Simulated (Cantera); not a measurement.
Input: 1 mol Si, 0.25 mol CO₂, 82 mol H₂, 0.013 mol O₂, held at 2273 K and 0.00353 Torr.

Method: chemical equilibrium by Gibbs-energy minimisation in Cantera with the NASA 1993 tables (ideal gas, pure condensed phases). Candidate condensed phases: C, C₆H₆, C₇H₈, C₈H₁₈, H₂O, Si, SiC, SiO₂; 123 gas species. Kinetics and transport are ignored.

What is the equilibrium state?


| Property | Value |
|---|---|
| x(H) | 0.934 |
| x(H₂) | 0.0581 |
| x(Si) | 0.00464 |
| x(SiO) | 0.00177 |
| x(CO) | 0.00160 |
| gas amount | 156.2 mol |
| log10 activity of Si(l) (absent) | -4.53 |
| log10 activity of C(graphite) (absent) | -5.48 |
